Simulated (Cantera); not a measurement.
An adiabatic, constant-volume homogeneous reactor starts with CH4 : O2 : N2 : H2O = 1 : 1.33 : 5.01 : 0.26 (molar parts), equivalence ratio 1.5, at 1775 K and 0.250 bar.

Model: GRI-Mech 3.0 (53 species, 325 reactions), integrated in Cantera.

Question: Predict: time of steepest temperature rise; temperature at 0.700 s; equilibrium temperature; x(O2) at 0.700 s; x(H2O) at 0.700 s; x(CH2O) at 0.700 s.

Answer: 
```json
{
  "time_of_steepest_temperature_rise": "0.468 ms",
  "temperature at 0.700 s": "2823 K",
  "equilibrium_temperature": "2823 K",
  "x(O2) at 0.700 s": "0.00498 (gas-phase equilibrium 0.00498)",
  "x(H2O) at 0.700 s": "0.154 (gas-phase equilibrium 0.154)",
  "x(CH2O) at 0.700 s": "1.28e-9 (gas-phase equilibrium 1.28e-9)"
}
```
